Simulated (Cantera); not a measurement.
An adiabatic, constant-volume homogeneous reactor starts with C₃H₈ : O₂ : N₂ = 1 : 8.06 : 80.6 (molar parts), at 1750 K and 4500 Torr. Integrator tolerance rtol = 1e-08.

Detailed kinetics in Cantera: GRI-Mech 3.0 (53 species, 325 reactions). GRI-Mech 3.0 was tuned for natural gas; its chemistry of propane as a main component is partial and can be far from experiment.

Question: What does this change do: pressure from 4500 Torr to 368 Torr?

Answer: 
```csv
quantity,before,after
time of steepest temperature rise,5.86 µs,38.4 µs
temperature at 6.00 s,2459 K,2408 K
equilibrium temperature,2459 K,2408 K
x(C₃H₈) at 6.00 s,<1e-12 (gas-phase equilibrium <1e-12),<1e-12 (gas-phase equilibrium <1e-12)
x(O₂) at 6.00 s,0.0295 (gas-phase equilibrium 0.0295),0.0304 (gas-phase equilibrium 0.0304)
x(N₂O) at 6.00 s,1.46e-6 (gas-phase equilibrium 1.46e-6),3.81e-7 (gas-phase equilibrium 3.81e-7)
x(C₂H₄) at 6.00 s,<1e-12 (gas-phase equilibrium <1e-12),<1e-12 (gas-phase equilibrium <1e-12)
x(OH) at 6.00 s,0.00296 (gas-phase equilibrium 0.00296),0.00463 (gas-phase equilibrium 0.00463)
x(C₂H₂) at 6.00 s,<1e-12 (gas-phase equilibrium <1e-12),<1e-12 (gas-phase equilibrium <1e-12)
```
